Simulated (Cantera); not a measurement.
A closed system holds: 1 mol MgO, 2.1 mol SO₂, 7.6 mol CO₂, equilibrated at 74.3 Torr.

These are equilibrium values from Cantera (NASA tables, ideal gas, pure condensed phases), not measurements of a reactor. Candidate condensed phases: C, Mg, MgCO₃, MgO, MgS, MgSO₄, S; 26 gas species. Gases not in the tables: S₃ to S₇. Rates play no part.

x: gas mole fraction; n: condensed amount in mol.

```json
[
 {"T (K)": "723", "x CO₂": "0.831", "x SO₂": "0.157", "x S₂": "0.0115", "x S₂O": "0.000546", "x COS": "0.000222", "n MgO(s)": "0.558", "n MgSO₄(s)": "0.442"},
 {"T (K)": "773", "x CO₂": "0.784", "x SO₂": "0.216", "x S₂": "1.43e-5", "x S₂O": "4.05e-6", "x COS": "1.32e-6", "n MgO(s)": "0.999", "n MgSO₄(s)": "0.000811"},
 {"T (K)": "823", "x CO₂": "0.784", "x SO₂": "0.216", "x S₂": "7.64e-9", "x S₂O": "1.38e-8", "x COS": "5.18e-9", "n MgO(s)": "1.000", "n MgSO₄(s)": "0"},
 {"T (K)": "873", "x CO₂": "0.784", "x SO₂": "0.216", "x S₂": "?", "x S₂O": "?", "x COS": "?", "n MgO(s)": "1.000", "n MgSO₄(s)": "0"},
 {"T (K)": "923", "x CO₂": "0.784", "x SO₂": "0.216", "x S₂": "<1e-12", "x S₂O": "6.74e-12", "x COS": "3.22e-12", "n MgO(s)": "1.00", "n MgSO₄(s)": "0"},
 {"T (K)": "973", "x CO₂": "0.784", "x SO₂": "0.216", "x S₂": "<1e-12", "x S₂O": "5.43e-12", "x COS": "2.88e-12", "n MgO(s)": "1.00", "n MgSO₄(s)": "0"},
 {"T (K)": "1023", "x CO₂": "0.783", "x SO₂": "0.216", "x S₂": "<1e-12", "x S₂O": "4.48e-12", "x COS": "2.61e-12", "n MgO(s)": "1.00", "n MgSO₄(s)": "0"},
 {"T (K)": "1073", "x CO₂": "0.783", "x SO₂": "0.216", "x S₂": "<1e-12", "x S₂O": "3.80e-12", "x COS": "2.41e-12", "n MgO(s)": "1.00", "n MgSO₄(s)": "0"},
 {"T (K)": "1123", "x CO₂": "0.783", "x SO₂": "0.216", "x S₂": "<1e-12", "x S₂O": "3.35e-12", "x COS": "2.29e-12", "n MgO(s)": "1.00", "n MgSO₄(s)": "0"},
 {"T (K)": "1173", "x CO₂": "0.783", "x SO₂": "0.216", "x S₂": "<1e-12", "x S₂O": "3.20e-12", "x COS": "2.35e-12", "n MgO(s)": "1.00", "n MgSO₄(s)": "0"},
 {"T (K)": "1223", "x CO₂": "0.783", "x SO₂": "0.216", "x S₂": "<1e-12", "x S₂O": "3.57e-12", "x COS": "2.80e-12", "n MgO(s)": "1.00", "n MgSO₄(s)": "0"}
]
```

Problem. Complete the blanks.

Solution. 
- 873, x S₂: 1.00e-11
- 873, x S₂O: 9.19e-11
- 873, x COS: 3.92e-11
